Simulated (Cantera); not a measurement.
An isothermal, constant-pressure homogeneous reactor starts with C2H6 : N2 = 1 : 95 (molar parts), at 1423 K and 51000 Pa. Integrator tolerance rtol = 1e-08.

Computed with Cantera and GRI-Mech 3.0 (53 species, 325 reactions). GRI-Mech 3.0 stops at C3 and has no aromatics, soot or wall deposition, so with more carbon than oxygen in the feed, carbon stays in small species such as C2H2 where larger ones or solid carbon would form.

### Question
What does this change do: 0.62 parts H2O added?

### Answer
| quantity | before | after |
|---|---|---|
| x(C2H6) at 50.0 s | 8.15e-8 (gas-phase equilibrium 1.60e-9) | 1.78e-7 (gas-phase equilibrium 1.69e-9) |
| x(HCN) at 50.0 s | 2.32e-7 (gas-phase equilibrium 0.0173) | 1.66e-7 (gas-phase equilibrium 0.0123) |
| x(CH2) at 50.0 s | 5.93e-11 (gas-phase equilibrium 7.43e-12) | 1.66e-10 (gas-phase equilibrium 6.36e-12) |
| x(CH3) at 50.0 s | 1.23e-6 (gas-phase equilibrium 1.51e-7) | 1.86e-6 (gas-phase equilibrium 1.56e-7) |
| x(C2H2) at 50.0 s | 0.00968 (gas-phase equilibrium 0.00147) | 0.00879 (gas-phase equilibrium 0.000745) |
| x(C2H4) at 50.0 s | 5.98e-5 (gas-phase equilibrium 9.65e-6) | 5.83e-5 (gas-phase equilibrium 7.07e-6) |

### Question
What does this change do: pressure from 51000 Pa to 190000 Pa?

### Answer
```
quantity                                              before                                      after
-----------------  -----------------------------------------  -----------------------------------------
x(C2H6) at 50.0 s    8.15e-8 (gas-phase equilibrium 1.60e-9)    1.39e-7 (gas-phase equilibrium 2.06e-8)
x(HCN) at 50.0 s      2.32e-7 (gas-phase equilibrium 0.0173)     8.59e-8 (gas-phase equilibrium 0.0171)
x(CH2) at 50.0 s   5.93e-11 (gas-phase equilibrium 7.43e-12)  1.97e-11 (gas-phase equilibrium 7.24e-12)
x(CH3) at 50.0 s     1.23e-6 (gas-phase equilibrium 1.51e-7)    7.49e-7 (gas-phase equilibrium 2.81e-7)
x(C2H2) at 50.0 s    0.00968 (gas-phase equilibrium 0.00147)    0.00947 (gas-phase equilibrium 0.00143)
x(C2H4) at 50.0 s    5.98e-5 (gas-phase equilibrium 9.65e-6)   0.000213 (gas-phase equilibrium 3.41e-5)
```
